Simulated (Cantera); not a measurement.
An adiabatic, constant-pressure homogeneous reactor starts with CH4 : O2 : N2 = 1 : 3.85 : 58 (molar parts), at 1050 K and 8250 Torr.

Detailed kinetics in Cantera: GRI-Mech 3.0 (53 species, 325 reactions).

x: mole fraction; the columns are a selection and need not sum to one.

| t (s) | T (K) | x CH4 | x O2 | x CH2 | x CH2CO | x H2 | x C2H | x C2H6 |
|---|---|---|---|---|---|---|---|---|
| 2.00e-6 | 1050 | 0.0159 | 0.0613 | <1e-12 | <1e-12 | <1e-12 | <1e-12 | <1e-12 |
| 4.33e-6 | 1050 | 0.0159 | 0.0613 | <1e-12 | <1e-12 | <1e-12 | <1e-12 | <1e-12 |
| 9.38e-6 | 1050 | 0.0159 | 0.0613 | <1e-12 | <1e-12 | <1e-12 | <1e-12 | <1e-12 |
| 2.03e-5 | 1050 | 0.0159 | 0.0613 | <1e-12 | <1e-12 | <1e-12 | <1e-12 | <1e-12 |
| 4.40e-5 | 1050 | 0.0159 | 0.0613 | <1e-12 | <1e-12 | <1e-12 | <1e-12 | <1e-12 |
| 9.53e-5 | 1050 | 0.0159 | 0.0613 | <1e-12 | <1e-12 | 1.61e-12 | <1e-12 | <1e-12 |
| 0.000206 | 1050 | 0.0159 | 0.0613 | <1e-12 | <1e-12 | 7.41e-12 | <1e-12 | 1.61e-12 |
| 0.000447 | 1050 | 0.0159 | 0.0613 | <1e-12 | <1e-12 | 3.69e-11 | <1e-12 | 1.77e-11 |
| 0.000969 | 1050 | 0.0159 | 0.0613 | <1e-12 | <1e-12 | 2.10e-10 | <1e-12 | 2.24e-10 |
| 0.00210 | 1050 | 0.0159 | 0.0613 | <1e-12 | <1e-12 | 1.47e-9 | <1e-12 | 3.52e-9 |
| 0.00454 | 1050 | 0.0159 | 0.0613 | <1e-12 | <1e-12 | ? | <1e-12 | ? |
| 0.00984 | 1050 | 0.0159 | 0.0613 | <1e-12 | <1e-12 | 7.33e-8 | <1e-12 | 4.15e-7 |
| 0.0213 | 1050 | 0.0159 | 0.0612 | <1e-12 | 8.56e-12 | ? | <1e-12 | ? |
| 0.0462 | 1050 | 0.0158 | 0.0612 | <1e-12 | 2.78e-10 | 2.41e-6 | <1e-12 | 8.99e-6 |
| 0.100 | 1419 | <1e-12 | 0.0294 | <1e-12 | <1e-12 | 4.11e-7 | <1e-12 | <1e-12 |

Problem. Complete the blanks.

Solution. 
- 0.00454, x H2: 1.19e-8
- 0.00454, x C2H6: 5.52e-8
- 0.0213, x H2: 3.54e-7
- 0.0213, x C2H6: 1.81e-6
